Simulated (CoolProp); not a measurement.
Vapour-liquid equilibrium of CHF3 (R23) (1) + CH2F2 (R32) (2) at 191.8 K; x and y are mole fractions of (1).

Model: multi-fluid Helmholtz-energy mixture model, Penoncello 2003 and Tillner-Roth 1997; pair parameters Bell 2016, in CoolProp.

```json
[
 {"x": "0.05", "bubble pressure, mixture model (MPa)": "0.02154", "bubble pressure, Raoult's law (MPa)": "0.02138", "y, mixture model": "0.249", "y, Raoult's law": "0.246"},
 {"x": "0.15", "bubble pressure, mixture model (MPa)": "0.03068", "bubble pressure, Raoult's law (MPa)": "0.03021", "y, mixture model": "0.525", "y, Raoult's law": "0.523"},
 {"x": "0.25", "bubble pressure, mixture model (MPa)": "0.03975", "bubble pressure, Raoult's law (MPa)": "0.03905", "y, mixture model": "0.674", "y, Raoult's law": "0.674"},
 {"x": "0.35", "bubble pressure, mixture model (MPa)": "0.04872", "bubble pressure, Raoult's law (MPa)": "0.04788", "y, mixture model": "0.767", "y, Raoult's law": "0.770"},
 {"x": "0.45", "bubble pressure, mixture model (MPa)": "0.05757", "bubble pressure, Raoult's law (MPa)": "0.05671", "y, mixture model": "0.831", "y, Raoult's law": "0.836"},
 {"x": "0.55", "bubble pressure, mixture model (MPa)": "0.06630", "bubble pressure, Raoult's law (MPa)": "0.06555", "y, mixture model": "0.879", "y, Raoult's law": "0.884"},
 {"x": "0.65", "bubble pressure, mixture model (MPa)": "0.07494", "bubble pressure, Raoult's law (MPa)": "0.07438", "y, mixture model": "0.915", "y, Raoult's law": "0.920"},
 {"x": "0.75", "bubble pressure, mixture model (MPa)": "0.08353", "bubble pressure, Raoult's law (MPa)": "0.08321", "y, mixture model": "0.944", "y, Raoult's law": "0.949"},
 {"x": "0.85", "bubble pressure, mixture model (MPa)": "0.09214", "bubble pressure, Raoult's law (MPa)": "0.09205", "y, mixture model": "0.969", "y, Raoult's law": "0.972"},
 {"x": "0.95", "bubble pressure, mixture model (MPa)": "0.1009", "bubble pressure, Raoult's law (MPa)": "0.1009", "y, mixture model": "0.990", "y, Raoult's law": "0.992"}
]
```

The largest gap from Raoult's law is +1.8 % in bubble pressure, at x = 0.25. No azeotrope shows between x = 0.05 and 0.95.

Pair parameters are fitted to limited data, so mixtures are less certain than the pure fluids.
